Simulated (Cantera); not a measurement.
Cantera run, input and output.

```python
import numpy as np
import cantera as ct

gas = ct.Solution("gri30.yaml")
gas.TPX = 1550, 52000, {'H2': 1, 'O2': 0.909, 'N2': 6.18}
reactor = ct.IdealGasReactor(gas, energy="on", clone=False)
net = ct.ReactorNet([reactor])
net.rtol, net.atol = 1e-08, 1e-16
show = ['H2', 'O2', 'O', 'H2O', 'NO', 'H']
times = np.geomspace(5e-06, 0.8, 15)

steps = ct.SolutionArray(gas, extra=["t"])
rows = []
print(f"{'t/s':>10s}{'T/K':>9s}{'P/Pa':>11s}" + "".join(f"{s:>11s}" for s in show))
for t in times:
    while net.time < t:
        t_next = net.step()
        steps.append(gas.state, t=t_next)
    rows.append([np.interp(t, steps.t, y) for y in (steps.T, steps.P, *steps(*show).X.T)])
    print(f"{t:10.3e}{rows[-1][0]:9.1f}{rows[-1][1]:11.4g}" + "".join(f"{x:11.3e}" for x in rows[-1][2:]))
rate = np.gradient(steps.T, steps.t)
print("integrator steps:", len(steps.t))
if steps.T.max() > steps.T[0] + 200:
    print(f"time of steepest temperature rise: {steps.t[rate.argmax()]:.4e} s")
gas.TPX = 1550, 52000, {'H2': 1, 'O2': 0.909, 'N2': 6.18}
gas.equilibrate("UV")
print(f"equilibrium (UV): T = {gas.T:.1f} K  " + "  ".join(f"{s} {gas[s].X[0]:.3e}" for s in show))
```

It prints:

```
       t/s      T/K       P/Pa         H2         O2          O        H2O         NO          H
 5.000e-06   1550.0    5.2e+04  1.236e-01  1.124e-01  2.064e-07  7.095e-07  3.876e-15  9.129e-07
 1.177e-05   1550.0    5.2e+04  1.236e-01  1.124e-01  3.769e-06  1.882e-05  1.241e-13  1.583e-05
 2.770e-05   1557.5  5.224e+04  1.075e-01  1.049e-01  2.151e-03  1.092e-02  6.390e-09  8.515e-03
 6.518e-05   1775.5  5.887e+04  1.599e-02  5.397e-02  2.292e-02  8.409e-02  1.383e-05  3.757e-02
 1.534e-04   2052.4   6.69e+04  1.356e-02  5.145e-02  1.695e-02  9.573e-02  4.792e-05  2.022e-02
 3.611e-04   2314.3  7.421e+04  8.474e-03  5.034e-02  9.319e-03  1.093e-01  1.433e-04  7.387e-03
 8.498e-04   2467.5  7.836e+04  4.147e-03  5.057e-02  4.266e-03  1.192e-01  4.632e-04  2.160e-03
 2.000e-03   2488.6  7.892e+04  3.441e-03  5.042e-02  3.493e-03  1.208e-01  1.155e-03  1.596e-03
 4.707e-03   2485.9  7.883e+04  3.419e-03  4.975e-02  3.420e-03  1.209e-01  2.619e-03  1.570e-03
 1.108e-02   2480.9  7.866e+04  3.385e-03  4.851e-02  3.295e-03  1.211e-01  5.304e-03  1.528e-03
 2.607e-02   2474.7  7.844e+04  3.344e-03  4.699e-02  3.146e-03  1.214e-01  8.584e-03  1.479e-03
 6.137e-02   2471.5  7.833e+04  3.324e-03  4.623e-02  3.072e-03  1.215e-01  1.023e-02  1.454e-03
 1.444e-01   2471.3  7.833e+04  3.322e-03  4.616e-02  3.066e-03  1.215e-01  1.038e-02  1.452e-03
 3.399e-01   2471.3  7.832e+04  3.322e-03  4.616e-02  3.066e-03  1.215e-01  1.038e-02  1.452e-03
 8.000e-01   2471.3  7.832e+04  3.322e-03  4.616e-02  3.066e-03  1.215e-01  1.038e-02  1.452e-03
integrator steps: 1391
time of steepest temperature rise: 3.4182e-05 s
equilibrium (UV): T = 2471.3 K  H2 3.322e-03  O2 4.616e-02  O 3.066e-03  H2O 1.215e-01  NO 1.038e-02  H 1.452e-03
```

Cantera simulation using GRI-Mech 3.0 (53 species, 325 reactions); the numbers are that mechanism's predictions, not measurements.
